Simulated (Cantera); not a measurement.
# Low-pressure radical oxidation in H2/O2

An isothermal, constant-pressure homogeneous reactor starts with H₂ : O₂ : N₂ = 0.01 : 1 : 0.24 (molar parts), equivalence ratio 0.0050, at 948 K and 620 Pa.

Computed with Cantera and the H2/O2 subset of GRI-Mech 3.0, which has no nitrogen chemistry. Radical loss at walls, strong at low pressure, is not modelled. Below about 950 K walls govern HO2 and H2O2 in real vessels.

```json
[
 {"t (s)": "7.00e-5", "x H₂": "0.00800", "x O₂": "0.800", "x HO₂": "<1e-12", "x O": "<1e-12", "x H": "<1e-12"},
 {"t (s)": "0.000309", "x H₂": "0.00800", "x O₂": "0.800", "x HO₂": "1.99e-12", "x O": "<1e-12", "x H": "1.51e-12"},
 {"t (s)": "0.00136", "x H₂": "0.00800", "x O₂": "0.800", "x HO₂": "8.83e-12", "x O": "6.39e-12", "x H": "4.19e-12"},
 {"t (s)": "0.00600", "x H₂": "0.00800", "x O₂": "0.800", "x HO₂": "3.98e-11", "x O": "9.33e-11", "x H": "2.20e-11"},
 {"t (s)": "0.0265", "x H₂": "0.00800", "x O₂": "0.800", "x HO₂": "7.23e-10", "x O": "3.69e-8", "x H": "6.96e-9"},
 {"t (s)": "0.117", "x H₂": "0.000182", "x O₂": "0.795", "x HO₂": "1.45e-6", "x O": "0.00419", "x H": "0.000740"},
 {"t (s)": "0.514", "x H₂": "1.26e-5", "x O₂": "0.798", "x HO₂": "6.39e-7", "x O": "0.00134", "x H": "7.37e-5"},
 {"t (s)": "2.27", "x H₂": "1.23e-6", "x O₂": "0.799", "x HO₂": "2.06e-7", "x O": "0.000144", "x H": "2.53e-6"},
 {"t (s)": "10.0", "x H₂": "7.50e-8", "x O₂": "0.799", "x HO₂": "3.69e-8", "x O": "9.88e-6", "x H": "4.58e-8"}
]
```
x: mole fraction; the columns are a selection and need not sum to one.

Equilibrium at this temperature and pressure: H₂ 1.96e-12, O₂ 0.799, HO₂ 8.39e-11, O 3.39e-10, H <1e-12 (gas phase only).
